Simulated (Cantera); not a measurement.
Input: 1 mol BF₃, 0.11 mol O₂, 3.4 mol N₂, held at 9.75 Torr.

These are equilibrium values from Cantera (NASA tables, ideal gas, pure condensed phases), not measurements of a reactor. Candidate condensed phases: B, BN, B₂O₃; 31 gas species. Equilibrium is a limit: real reactors are often held back by kinetics, nucleation or transport. All values below are at 1650 K.

Base state: N₂ 0.753, BF₃ 0.221, O₂ 0.0239, NO 0.000786, F 0.000475, BOF 0.000234, O 3.51e-5 (mole fractions); condensed: gas only.

### Question
What changes in the equilibrium state with this change: O₂ from 0.11 to 0.3 mol?

### Answer
```tsv
species	before	after
N₂	0.753	0.722
BF₃	0.221	0.212
O₂	0.0239	0.0630
O	3.51e-5	5.70e-5
NO	0.000786	0.00125
F	0.000475	0.000551
BOF	0.000234	0.000272
```
